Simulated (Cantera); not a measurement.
acetone + NH3 + N2 (carbon deposition, reforming and gasification)

A closed system holds: 1 mol acetone, 0.61 mol NH3, 0.2 mol N2, equilibrated at 0.00140 bar.

These are equilibrium values from Cantera (NASA tables, ideal gas, pure condensed phases), not measurements of a reactor. Candidate condensed phases: C, C6H6, C7H8, C8H18, H2O; 136 gas species. The feed counts by its element totals alone. Equilibrium is a limit: real reactors are often held back by kinetics, nucleation or transport.

```csv
T (K),x H2,x H,x CO,x N2,x HCN,n C(graphite)
1348,0.722,5.26e-5,0.184,0.0931,8.30e-5,2.00
1498,0.722,0.000390,0.184,0.0930,0.000270,2.00
1648,0.720,0.00202,0.184,0.0927,0.000706,2.00
1798,0.715,0.00795,0.184,0.0920,0.00156,1.99
1948,0.699,0.0252,0.182,0.0904,0.00300,1.98
2098,0.661,0.0669,0.178,0.0873,0.00512,1.96
2248,0.587,0.150,0.171,0.0819,0.00769,1.93
2398,0.466,0.287,0.158,0.0740,0.0101,1.88
2548,0.312,0.462,0.142,0.0646,0.0113,1.82
2698,0.169,0.620,0.125,0.0556,0.0109,1.62
```
x: gas mole fraction; n: condensed amount in mol.

From 1348 K to 2698 K the condensed part is C(graphite). The main C-bearing gas is CO throughout. The share of C in condensed phases is highest at 1348 K (66.7 %) and lowest at 2698 K (53.9 %).
